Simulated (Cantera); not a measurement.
# Reactions in the system C-F

Source: NASA polynomial tables (part measured, part estimated), evaluated in Cantera. Values are per mole of reaction as written; species without (g) are pure solids or liquids, kept so even where they would boil at 1 bar. The tables' values for C2F4 are old estimates.

C + 2 F(g) ⇌ CF2(g)

| T (K) | ΔH° (kJ) | ΔS° (J/K) | ΔG° (kJ) | log10 K |
|---|---|---|---|---|
| 1423 | -353.1 | -100.6 | -210.0 | 7.71 |
| 1473 | -353.6 | -100.9 | -204.9 | 7.27 |
| 1523 | -354.1 | -101.2 | -199.9 | 6.85 |
| 1573 | -354.5 | -101.6 | -194.8 | 6.47 |
| 1623 | -355.0 | -101.9 | -189.7 | 6.11 |
| 1673 | -355.5 | -102.2 | -184.6 | 5.76 |
| 1723 | -356.0 | -102.4 | -179.5 | 5.44 |
| 1773 | -356.5 | -102.7 | -174.4 | 5.14 |
| 1823 | -357.0 | -103.0 | -169.2 | 4.85 |
| 1873 | -357.5 | -103.3 | -164.1 | 4.58 |

CF4(g) + C ⇌ C2F4(g)

```csv
T (K),ΔH° (kJ),ΔS° (J/K),ΔG° (kJ),log10 K
1423,277.1,38.6,222.2,-8.16
1473,277.1,38.6,220.3,-7.81
1523,277.0,38.5,218.3,-7.49
1573,277.0,38.5,216.4,-7.19
1623,277.0,38.5,214.5,-6.90
1673,276.9,38.5,212.6,-6.64
1723,276.9,38.5,210.6,-6.39
1773,276.9,38.4,208.7,-6.15
1823,276.8,38.4,206.8,-5.93
1873,276.8,38.4,204.9,-5.71
```

CF3(g) + F(g) ⇌ CF4(g)

| T (K) | ΔH° (kJ) | ΔS° (J/K) | ΔG° (kJ) | log10 K |
|---|---|---|---|---|
| 1423 | -543.5 | -166.9 | -306.0 | 11.23 |
| 1473 | -543.4 | -166.8 | -297.7 | 10.56 |
| 1523 | -543.3 | -166.7 | -289.3 | 9.92 |
| 1573 | -543.1 | -166.7 | -281.0 | 9.33 |
| 1623 | -543.0 | -166.6 | -272.7 | 8.78 |
| 1673 | -542.9 | -166.5 | -264.3 | 8.25 |
| 1723 | -542.7 | -166.4 | -256.0 | 7.76 |
| 1773 | -542.6 | -166.3 | -247.7 | 7.30 |
| 1823 | -542.4 | -166.2 | -239.4 | 6.86 |
| 1873 | -542.2 | -166.1 | -231.1 | 6.44 |
